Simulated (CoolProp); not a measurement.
A closed Brayton cycle with carbon dioxide: compressor inlet 311.15 K and 8.2 MPa, high pressure 28.5 MPa, turbine inlet 770 K, compressor efficiency 0.8, turbine efficiency 0.9, recuperator effectiveness 0.8 (on enthalpy, no pinch check). Each further row changes one setting.

Model: reference Helmholtz-energy equation of state, Span 1996, in CoolProp.

```tsv
case	thermal efficiency (%)	net work (kJ/kg)	compressor to turbine work	compressor exit (K)	turbine exit (K)
as stated	30.4	95.0	0.36	391.0	628.3
turbine inlet 720 K	___	___	0.39	391.0	___
compressor inlet 321.15 K	28.0	78.8	0.47	___	628.3
high pressure 24.2 MPa	29.3	86.9	0.33	___	___
recuperator effectiveness 0.5	24.1	95.0	0.36	391.0	628.3
```

Question: Some entries are withheld; supply them.

Answer: 
- turbine inlet 720 K, thermal efficiency (%): 28.7
- turbine inlet 720 K, net work (kJ/kg): 83.4
- turbine inlet 720 K, turbine exit (K): 583.4
- compressor inlet 321.15 K, compressor exit (K): 424.9
- high pressure 24.2 MPa, compressor exit (K): 380.0
- high pressure 24.2 MPa, turbine exit (K): 646.3
